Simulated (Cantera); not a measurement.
A perfectly stirred reactor is fed with C3H8 : O2 : N2 = 1 : 8.33 : 31.3 (molar parts), equivalence ratio 0.60, at 500000 Pa; it is adiabatic with a 375 K inlet, and is followed from long to short residence time, starting on the burning branch (τ in s: 0.04, 0.019, 0.0089, 0.0042, 0.002, 0.00094, 0.00044, 0.00021, 9.9e-05, 4.7e-05, 2.2e-05).

Model: GRI-Mech 3.0 (53 species, 325 reactions), integrated in Cantera. GRI-Mech 3.0 was tuned for natural gas; its chemistry of propane as a main component is partial and can be far from experiment.

Problem. What does this change do: inlet temperature 375 to 500 K?

Solution. 
| quantity | before | after |
|---|---|---|
| blow-out, bracketed by the residence times tried | burning at 0.210 ms, out at 99.0 µs | burning at 99.0 µs, out at 47.0 µs |
| x(C3H8) at τ = 40.0 ms | 1.16e-6 | 6.85e-7 |
| x(O2) at τ = 40.0 ms | 0.0800 | 0.0799 |
| x(N2O) at τ = 40.0 ms | 1.01e-6 | 8.21e-7 |
| x(CH4) at τ = 40.0 ms | 5.93e-7 | 4.32e-7 |
| x(H2O) at τ = 40.0 ms | 0.0957 | 0.0956 |
| x(C3H8) at τ = 0.940 ms | 1.78e-5 | 1.16e-5 |
| x(O2) at τ = 0.940 ms | 0.0816 | 0.0811 |
| x(N2O) at τ = 0.940 ms | 2.34e-6 | 2.29e-6 |
| x(CH4) at τ = 0.940 ms | 3.82e-6 | 2.50e-6 |
| x(H2O) at τ = 0.940 ms | 0.0944 | 0.0942 |
